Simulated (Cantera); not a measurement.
## Low-pressure radical oxidation in H2/O2

An isothermal, constant-pressure homogeneous reactor starts with H₂ : O₂ = 0.015 : 1 (molar parts), at 1398 K and 6.75 Torr.

Cantera simulation using the H2/O2 subset of GRI-Mech 3.0, which has no nitrogen chemistry; the numbers are that mechanism's predictions, not measurements. Radical loss at walls, strong at low pressure, is not modelled.

| t (s) | x H₂ | x O₂ | x OH | x O | x H₂O | x HO₂ | x H₂O₂ |
|---|---|---|---|---|---|---|---|
| 1.00e-5 | 0.0148 | 0.985 | 3.38e-10 | 3.40e-10 | 4.70e-12 | 2.24e-9 | <1e-12 |
| 3.48e-5 | 0.0148 | 0.985 | 3.17e-9 | 3.21e-9 | 1.62e-10 | 7.77e-9 | <1e-12 |
| 0.000121 | 0.0148 | 0.985 | 2.13e-8 | 2.24e-8 | 4.20e-9 | 2.70e-8 | 5.81e-12 |
| 0.000421 | 0.0148 | 0.985 | 1.39e-7 | 1.58e-7 | 9.14e-8 | 9.39e-8 | 6.63e-11 |
| 0.00146 | 0.0148 | 0.985 | 4.37e-6 | 5.21e-6 | 5.57e-6 | 3.26e-7 | 6.66e-10 |
| 0.00509 | 0.00132 | 0.973 | 0.00322 | 0.0104 | 0.0114 | 5.72e-7 | 2.23e-8 |
| 0.0177 | 8.30e-5 | 0.971 | 0.00191 | 0.0125 | 0.0134 | 4.06e-7 | 1.03e-8 |
| 0.0615 | 7.78e-5 | 0.972 | 0.00185 | 0.0117 | 0.0135 | 3.93e-7 | 1.01e-8 |
| 0.214 | 6.29e-5 | 0.975 | 0.00166 | 0.00932 | 0.0137 | 3.54e-7 | 9.45e-9 |
| 0.744 | 3.40e-5 | 0.980 | 0.00123 | 0.00492 | 0.0141 | 2.56e-7 | 7.57e-9 |
| 2.59 | 9.04e-6 | 0.984 | 0.000634 | 0.00128 | 0.0145 | 1.16e-7 | 4.09e-9 |
| 9.00 | 1.35e-6 | 0.985 | 0.000246 | 0.000189 | 0.0148 | 3.55e-8 | 1.29e-9 |
x: mole fraction; the columns are a selection and need not sum to one.

Equilibrium at this temperature and pressure: H₂ 6.96e-8, O₂ 0.985, OH 5.58e-5, O 9.66e-6, H₂O 0.0149, HO₂ 3.36e-8, H₂O₂ 1.54e-10 (gas phase only).
